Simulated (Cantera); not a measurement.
# Thermodynamics of silicon nitride deposition, feed Si2Cl6 + NH3 + H2

Feed: 1 mol Si2Cl6, 1.7 mol NH3, 1.6 mol H2.

Cantera equilibrium calculation (NASA polynomials, part measured and part estimated; ideal gas, pure solids and liquids). Candidate condensed phases: NH4Cl, Si, Si3N4; 28 gas species. The feed counts by its element totals alone. The tables' values for SiCl3 are old estimates. Equilibrium is a limit: real reactors are often held back by kinetics, nucleation or transport.

Stable condensed phases:

```
T in K \ P in Pa
              5     26    140    710   3700  19000 100000
   1800       A      A      A      A      A      B      B
   1725       A      A      A      A      A      B      B
   1650       A      A      A      A      B      B      B
   1575       A      A      A      B      B      B      B
   1500       A      A      B      B      B      B      B
   1425       A      B      B      B      B      B      B
   1350       B      B      B      B      B      B      B
   1275       B      B      B      B      B      B      B
   1200       B      B      B      B      B      B      B
   1125       B      B      B      B      B      B      B
   1050       B      B      B      B      B      B      B
    975       B      B      B      B      B      B      B
    900       B      B      B      B      B      B      B
```

A: gas only; B: Si3N4.
